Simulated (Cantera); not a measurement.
A closed system holds: 1 mol Fe, 0.46 mol HCl, 0.16 mol H2, held at 1098.15 K and 1000 Pa.

Method: chemical equilibrium by Gibbs-energy minimisation in Cantera with the NASA 1993 tables (ideal gas, pure condensed phases). Candidate condensed phases: Fe, FeCl2, FeCl3; 11 gas species. Equilibrium is a limit: real reactors are often held back by kinetics, nucleation or transport.

Base state: HCl 0.459, H2 0.400, FeCl2 0.141, Fe2Cl4 0.000487, FeCl3 1.31e-5 (mole fractions); condensed: Fe(α).

**Question.** What changes in the equilibrium state with this change: temperature from 1098.15 K to 1523 K?

**Answer.** 
```tsv
species	before	after
H2	0.400	0.458
HCl	0.459	0.342
FeCl2	0.141	0.200
Fe	<1e-9	2.43e-5
H	1.57e-7	0.000156
Cl	1.61e-7	9.38e-5
Fe2Cl4	0.000487	1.33e-5
Fe(α), mol	0.912	0
Fe(γ), mol	0	0.876
```

**Question.** What changes in the equilibrium state with this change: HCl from 0.46 to 0.019 mol?

**Answer.** 
| species | before | after |
|---|---|---|
| H2 | 0.400 | 0.897 |
| HCl | 0.459 | 0.100 |
| FeCl2 | 0.141 | 0.00299 |
| Fe2Cl4 | 0.000487 | 2.20e-7 |
| FeCl3 | 1.31e-5 | 4.07e-8 |
| Fe(α), mol | 0.912 | 0.999 |

**Question.** What changes in the equilibrium state with this change: pressure from 1000 Pa to 101000 Pa?

**Answer.** 
| species | before | after |
|---|---|---|
| H2 | 0.400 | 0.487 |
| HCl | 0.459 | 0.404 |
| FeCl2 | 0.141 | 0.0893 |
| Fe2Cl4 | 0.000487 | 0.0199 |
| FeCl3 | 1.31e-5 | 6.69e-5 |
| Fe(α), mol | 0.912 | 0.884 |
| FeCl2(l), mol | 0 | 0.0426 |
Mutual solubility and eutectic melting of coexisting phases are not modelled.
